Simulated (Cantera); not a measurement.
Feed: 1 mol B, 0.057 mol O2, 140 mol N2, at 1448.15 K and 1700 Pa.

Method: chemical equilibrium by Gibbs-energy minimisation in Cantera with the NASA 1993 tables (ideal gas, pure condensed phases). Candidate condensed phases: B, BN, B2O3; 17 gas species. N2 is the only nitrogen source here; it is nearly inert below about 1500 K, so the nitride shown seldom forms there in practice. Equilibrium is a limit: real reactors are often held back by kinetics, nucleation or transport.

Base state: N2 1.000, B2O3 0.000267 (mole fractions); condensed: BN(s).

Problem. What changes in the equilibrium state with this change: B replaced by BF3?

Solution. 
```
species       before     after
----------  --------  --------
N2             1.000     0.992
BF3                0   0.00709
O2             <1e-9  0.000380
B2O3        0.000267     <1e-9
NO             <1e-9   4.49e-5
BN(s), mol     0.923         0
```
